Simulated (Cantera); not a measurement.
An isothermal plug-flow reactor at 725 K and 1950 Torr (inlet), inlet velocity 0.14 m/s, active area per volume 8400 1/m; feed CO : O2 : N2 : H2O = 0.013 : 0.21 : 0.79 : 0.019 (molar parts), equivalence ratio 0.031.

Detailed kinetics in Cantera: Deutschmann's 1995 Pt surface mechanism with GRI-Mech 3.0 gas chemistry. Catalytic surfaces can have several steady states; this one follows from the mechanism file's or the stated starting coverage. Mass transfer to the wall is taken as infinitely fast.

One state of this run: x CO = 0.00182; x O2 = 0.199; x H2O = 0.0185; x CO2 = 0.0108; θ free Pt = 0.00590; θ O* = 0.991; θ OH* = 0.00278. x: gas mole fraction; θ: surface coverage.

Q: Which value of z (m) does it belong to?
(A) 0.00097
(B) 0.013
(C) 0.0019
(D) 0.026

A: C, 0.0019
